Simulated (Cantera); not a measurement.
**Ignition delay**

Mixture: 6.65 % C₃H₈, 19.5 % O₂, 73.8 % N₂, equivalence ratio 1.7, at 500000 Pa, adiabatic and at constant pressure. Ignition delay is the time to a rise of 400 K.

Cantera simulation using GRI-Mech 3.0 (53 species, 325 reactions); the numbers are that mechanism's predictions, not measurements. GRI-Mech 3.0 was tuned for natural gas; its chemistry of propane as a main component is partial and can be far from experiment.

| T0 (K) | delay (ms) |
|---|---|
| 1025 | 93.8 |
| 1100 | 20.5 |
| 1175 | 4.55 |
| 1250 | 1.10 |
| 1325 | 0.308 |
| 1400 | 0.103 |
| 1475 | 0.0411 |
| 1550 | 0.0193 |
| 1625 | 0.0104 |

```yaml
apparent activation energy between 1475 and 1625 K: 180 kJ/mol
```
